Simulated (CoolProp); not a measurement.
Computed with CoolProp (reference Helmholtz-energy equation of state, Lemmon 2006). It is a short technical equation, of lower accuracy than the large ones.

Q: For C2F6 (R116), give the phase and the density (kg/m³), cv (kJ/(kg K)), expansivity (1/kK), Prandtl number at 278.4 K and 1.07 MPa; 278.4 K and 1.66 MPa; 278.4 K and 9.79 MPa.

A: 
- 278.4 K and 1.07 MPa: gas; density 75.9, cv 0.706, expansivity 6.41, Prandtl number 0.794
- 278.4 K and 1.66 MPa: gas; density 137, cv 0.731, expansivity 10.9, Prandtl number 0.893
- 278.4 K and 9.79 MPa: liquid; density 1270, cv 0.744, expansivity 4.31, Prandtl number 3.17

Viscosity comes from a separate model (Huber 2003), an estimate that may be off by 10 % or more. Thermal conductivity comes from a separate model (Huber 2003), an estimate that may be off by 10 % or more.
